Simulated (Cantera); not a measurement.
Charge: 1 mol HgO, 44 mol H₂, at 1400 K and 44000 Pa.

Cantera equilibrium calculation (NASA polynomials, part measured and part estimated; ideal gas, pure solids and liquids). Candidate condensed phases: H₂O, Hg, HgO; 10 gas species. Rates play no part.

Base state: H₂ 0.956, H₂O 0.0222, Hg 0.0222 (mole fractions); condensed: gas only.

Question: What changes in the equilibrium state with this change: H₂ from 44 to 0.2 mol?

Answer: 
| species | before | after |
|---|---|---|
| Hg | 0.0222 | 0.625 |
| O₂ | <1e-9 | 0.250 |
| H₂O | 0.0222 | 0.125 |
| H₂ | 0.956 | 1.70e-7 |
| OH | 3.31e-9 | 4.41e-5 |
